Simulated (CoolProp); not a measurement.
Vapour-liquid equilibrium of R134a (1) + R123 (2) at 330.9 K; x and y are mole fractions of (1).

Computed with CoolProp (multi-fluid Helmholtz-energy mixture model, Tillner-Roth 1994 and Younglove 1994; pair parameters Bell 2016).

```json
[
 {"x": "0.05", "bubble pressure, mixture model (kPa)": "(withheld)", "bubble pressure, Raoult's law (kPa)": "334.2", "y, mixture model": "0.239", "y, Raoult's law": "0.238"},
 {"x": "0.15", "bubble pressure, mixture model (kPa)": "491.1", "bubble pressure, Raoult's law (kPa)": "466.8", "y, mixture model": "0.499", "y, Raoult's law": "0.512"},
 {"x": "0.25", "bubble pressure, mixture model (kPa)": "633.7", "bubble pressure, Raoult's law (kPa)": "599.4", "y, mixture model": "(withheld)", "y, Raoult's law": "0.665"},
 {"x": "0.35", "bubble pressure, mixture model (kPa)": "(withheld)", "bubble pressure, Raoult's law (kPa)": "732.0", "y, mixture model": "(withheld)", "y, Raoult's law": "0.762"},
 {"x": "0.45", "bubble pressure, mixture model (kPa)": "898.7", "bubble pressure, Raoult's law (kPa)": "864.7", "y, mixture model": "0.788", "y, Raoult's law": "0.830"},
 {"x": "0.55", "bubble pressure, mixture model (kPa)": "1022", "bubble pressure, Raoult's law (kPa)": "997.3", "y, mixture model": "0.836", "y, Raoult's law": "0.879"},
 {"x": "0.65", "bubble pressure, mixture model (kPa)": "1143", "bubble pressure, Raoult's law (kPa)": "1130", "y, mixture model": "(withheld)", "y, Raoult's law": "0.917"},
 {"x": "0.75", "bubble pressure, mixture model (kPa)": "1264", "bubble pressure, Raoult's law (kPa)": "1262", "y, mixture model": "0.911", "y, Raoult's law": "0.947"},
 {"x": "0.85", "bubble pressure, mixture model (kPa)": "1389", "bubble pressure, Raoult's law (kPa)": "1395", "y, mixture model": "0.945", "y, Raoult's law": "0.971"},
 {"x": "0.95", "bubble pressure, mixture model (kPa)": "1523", "bubble pressure, Raoult's law (kPa)": "1528", "y, mixture model": "0.981", "y, Raoult's law": "0.991"}
]
```

**Question.** Fill in the missing entries.

**Answer.** 
- 0.05, bubble pressure, mixture model (kPa): 343.1
- 0.25, y, mixture model: 0.639
- 0.35, bubble pressure, mixture model (kPa): 769.6
- 0.35, y, mixture model: 0.727
- 0.65, y, mixture model: 0.875

The largest gap from Raoult's law is +5.7 % in bubble pressure, at x = 0.25. No azeotrope shows between x = 0.05 and 0.95.

The pair parameters rest on a limited set of measurements; away from them the model extrapolates. The gap from Raoult's law changes sign with composition, which may be real or a fault of the pair parameters; it wasn't checked against measurements.
